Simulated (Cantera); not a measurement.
Standard-state values (1 bar) from the NASA 1993 polynomials, evaluated with Cantera. Values are per mole of reaction as written; species without (g) are pure solids or liquids, kept so even where they would boil at 1 bar.

Problem. Between 1023 and 1923 K, where is each reaction favourable under standard conditions?
- O2(g) + 4 Al(g) ⇌ 2 Al2O(g)

Solution. 
- O2(g) + 4 Al(g) ⇌ 2 Al2O(g): ΔG° is -1241 kJ at 1023 K and -917 kJ at 1923 K; it stays negative (K > 1). ΔH° is -1606 kJ and ΔS° -358 J/K at 1923 K.
